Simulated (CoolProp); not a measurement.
Vapour-liquid equilibrium of benzene (1) + m-xylene (2) at 0.639 bar; x and y are mole fractions of (1).

Computed with CoolProp (multi-fluid Helmholtz-energy mixture model, Thol 2012 and Zhou 2012; pair parameters Bell 2016).

| x | bubble temperature (K) | y at the bubble point | dew temperature at overall composition x (K) | liquid density (mol/L) |
|---|---|---|---|---|
| 0.05 | 389.5 | 0.210 | 394.4 | 7.422 |
| 0.2 | 374.8 | 0.579 | 389.8 | 7.877 |
| 0.35 | … | 0.759 | … | 8.331 |
| 0.5 | 356.4 | … | 378.5 | 8.802 |
| 0.65 | 350.0 | 0.923 | … | 9.300 |
| 0.8 | … | 0.964 | … | 9.834 |
| 0.95 | 340.3 | 0.993 | 346.7 | 10.41 |

Complete the blanks.


- 0.35, bubble temperature (K): 364.3
- 0.35, dew temperature at overall composition x (K): 384.6
- 0.5, y at the bubble point: 0.860
- 0.65, dew temperature at overall composition x (K): 371.0
- 0.8, bubble temperature (K): 344.7
- 0.8, dew temperature at overall composition x (K): 361.4

No azeotrope shows between x = 0.05 and 0.95.

The pair parameters rest on a limited set of measurements; away from them the model extrapolates.
